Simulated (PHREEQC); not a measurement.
Solution (25 °C): 0.0012 mol/kgw NaOH, 0.0077 mol/kgw KCl and 0.00043 mol/kgw H4SiO4. Closed to the air; pH follows from the charge balance.

Equilibrium calculation in PHREEQC: ion-association model, wateq4f.dat.

This is a speciation only: nothing precipitates in the calculation.

### Question
Predict the pH.

### Answer
pH 10.86.

### Question
In which forms is Si present?

### Answer
H3SiO4- 92 %, H4SiO4 7.8 %, H2SiO4-2 0.6 % of the Si.
